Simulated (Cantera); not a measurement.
A freely propagating, adiabatic, planar premixed flame of CH4 : O2 : N2 = 1 : 2.9 : 10.9 (molar parts), equivalence ratio 0.69, unburnt at 625 K and 0.133 bar; mixture-averaged transport, grid criteria slope 0.08 and curve 0.16, no radiation.

Model: GRI-Mech 3.0 (53 species, 325 reactions), integrated in Cantera. Burning velocities carry a grid error of a few per cent, more on coarse grids.

What does this change do: CH4 1 to 0.76 parts?


| quantity | before | after |
|---|---|---|
| laminar burning velocity | 158 cm/s | 109 cm/s |
| thermal thickness | 2.25 mm | 2.79 mm |
| peak x(H2) | 0.0144 | 0.00809 |
| peak x(HO2) | 0.000156 | 0.000124 |

What does this change do: 0.35 parts H2 added?


```csv
quantity,before,after
laminar burning velocity,158 cm/s,207 cm/s
thermal thickness,2.25 mm,2.03 mm
peak x(HO2),0.000156,0.000145
```

What does this change do: 0.07 parts H2 added?


| quantity | before | after |
|---|---|---|
| laminar burning velocity | 158 cm/s | 168 cm/s |
| thermal thickness | 2.25 mm | 2.19 mm |
| peak x(HO2) | 0.000156 | 0.000154 |
